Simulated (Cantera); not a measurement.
# Ignition delay

Mixture: H₂ : O₂ : N₂ = 1 : 0.735 : 4.56 (molar parts), equivalence ratio 0.68, at 0.400 bar, adiabatic and at constant volume. Ignition delay is the time to a rise of 400 K.

Computed with Cantera and GRI-Mech 3.0 (53 species, 325 reactions). Below about 950 K walls govern HO2 and H2O2 in real vessels. Where the delays flatten at high temperature, the 400 K rule measures the pace of heat release, not the induction time.

```
T0 (K)  delay (ms)
------  ----------
925           1.64
1025         0.485
1125         0.252
1225         0.166
1325         0.130
1425         0.118
1525         0.120
1625         0.130
1725         0.148
```
